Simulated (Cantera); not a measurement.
A closed system holds: 1 mol Pb, 0.33 mol CO, 18 mol H2, equilibrated at 1450 K and 0.133 bar.

Equilibrium computed with Cantera from the NASA thermochemical tables; the gas is ideal and each condensed phase is pure. Candidate condensed phases: C, C6H6, C7H8, C8H18, H2O, Pb, PbO, PbO2, Pb3O4; 113 gas species. Kinetics and transport are ignored.

Base state: H2 0.931, Pb 0.0517, CO 0.0170, CH4 4.50e-5, H2O 4.48e-5, H 2.50e-5 (mole fractions); condensed: gas only.

Problem. What changes in the equilibrium state with this change: Pb replaced by Fe(CO)5?

Solution. 
| species | before | after |
|---|---|---|
| H2 | 0.931 | 0.771 |
| CO | 0.0170 | 0.228 |
| CH4 | 4.50e-5 | 0.000130 |
| Pb | 0.0517 | 0 |
| CO2 | 3.44e-7 | 1.47e-5 |
| H2O | 4.48e-5 | 0.000118 |
| H | 2.50e-5 | 2.27e-5 |
| Fe(γ), mol | 0 | 1.000 |
Further candidate phases: Fe, Fe(CO)5, FeO, Fe(OH)2, Fe(OH)3, Fe2O3, Fe3O4.

Problem. What changes in the equilibrium state with this change: temperature from 1450 K to 1148.15 K?

Solution. 
| species | before | after |
|---|---|---|
| H2 | 0.931 | 0.979 |
| CO | 0.0170 | 0.0174 |
| Pb | 0.0517 | 0.00211 |
| CH4 | 4.50e-5 | 0.000580 |
| H | 2.50e-5 | 1.95e-7 |
| H2O | 4.48e-5 | 0.000571 |
| Pb(l), mol | 0 | 0.961 |
